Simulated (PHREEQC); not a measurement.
Make-up at 25 °C: 90 mmol/kgw HF, 13 mmol/kgw NH4F, 2.2 mmol/kgw (NH4)2SiF6 and 0.24 mmol/kgw HCl. It is in equilibrium with CO2 at log p = -3.4 (atm). Otherwise closed; pH follows from the charge balance.

All values are PHREEQC results (ion-association model, wateq4f.dat), not measurements.

```json
{
 "pH": "2.44",
 "ionic_strength": "0.0237 mol/kgw",
 "total_alkalinity": "-99.0 meq/kg"
}
```

| species | molality | activity | log γ |
|---|---|---|---|
| HF | 0.0625 | 0.0628 | 0.002 |
| NH4+ | 0.0174 | 0.0150 | -0.064 |
| F- | 0.0136 | 0.0116 | -0.067 |
| H2F2 | 0.0102 | 0.0103 | 0.002 |
| H+ | 0.00407 | 0.00360 | -0.054 |
| HF2- | 0.00327 | 0.00280 | -0.067 |
| SiF6-2 | 0.00220 | 0.00124 | -0.251 |
| Cl- | 0.000240 | 0.000206 | -0.066 |
| CO2 | 1.35e-5 | 1.36e-5 | 0.002 |
| NH3 | 2.38e-9 | 2.38e-9 | 0.000 |
| HCO3- | 1.93e-9 | 1.67e-9 | -0.062 |

This is a speciation only: nothing precipitates in the calculation. wateq4f.dat counts part of the HF as a dimer, H2F2, which phreeqc.dat doesn't know; its constant is uncertain. SiF6-2 is the database's only silicon fluoride.
